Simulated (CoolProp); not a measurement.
The numbers come from the reference Helmholtz-energy equation of state, Gao 2016 in CoolProp.

**Question.** Give the vapour pressure (bar), enthalpy of vaporisation (kJ/kg), vapour Z, surface tension (mN/m) of saturated sulfur dioxide at 76.85, 91.55, 106.15 °C.

**Answer.** 
```json
[
 {"T (°C)": "76.85", "p (bar)": "16.7", "enthalpy of vaporisation (kJ/kg)": "294", "vapour Z": "0.819", "surface tension (mN/m)": "11.8"},
 {"T (°C)": "91.55", "p (bar)": "23.3", "enthalpy of vaporisation (kJ/kg)": "271", "vapour Z": "0.772", "surface tension (mN/m)": "9.05"},
 {"T (°C)": "106.15", "p (bar)": "31.5", "enthalpy of vaporisation (kJ/kg)": "245", "vapour Z": "0.718", "surface tension (mN/m)": "6.39"}
]
```

Surface tension comes from a separate correlation (Mulero 2012).
